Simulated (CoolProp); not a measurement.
A closed Brayton cycle with carbon dioxide: compressor inlet 306.15 K and 7.8 MPa, high pressure 21.8 MPa, turbine inlet 635 K, compressor efficiency 0.85, turbine efficiency 0.9, recuperator effectiveness 0.95 (on enthalpy, no pinch check). Each further row changes one setting.

Model: reference Helmholtz-energy equation of state, Span 1996, in CoolProp.

```csv
case,thermal efficiency (%),net work (kJ/kg),compressor to turbine work,compressor exit (K),turbine exit (K)
as stated,29.6,72.0,0.26,342.9,529.1
turbine inlet 585 K,26.8,61.7,0.29,342.9,483.1
compressor inlet 316.15 K,26.3,49.5,0.49,397.7,529.1
high pressure 18.5 MPa,28.3,63.7,0.24,336.5,545.7
recuperator effectiveness 0.5,20.9,72.0,0.26,342.9,529.1
```
